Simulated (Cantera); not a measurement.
Charge: 1 mol C₆H₆, 4.4 mol H₂, equilibrated at 1.00 bar.

These are equilibrium values from Cantera (NASA tables, ideal gas, pure condensed phases), not measurements of a reactor. Candidate condensed phases: C, C₆H₆, C₇H₈, C₈H₁₈; 76 gas species. Rates play no part. All values below are at 1348 K.

Base state: H₂ 0.994, CH₄ 0.00577 (mole fractions); condensed: C(graphite).

Problem. What changes in the equilibrium state with this change: 0.091 mol H₂O added?

Solution. 
```
species            before    after
----------------  -------  -------
H₂                  0.994    0.982
CO                      0   0.0120
CH₄               0.00577  0.00563
H₂O                     0  6.88e-5
C(graphite), mol     5.96     5.87
```
Further candidate phases: H₂O.
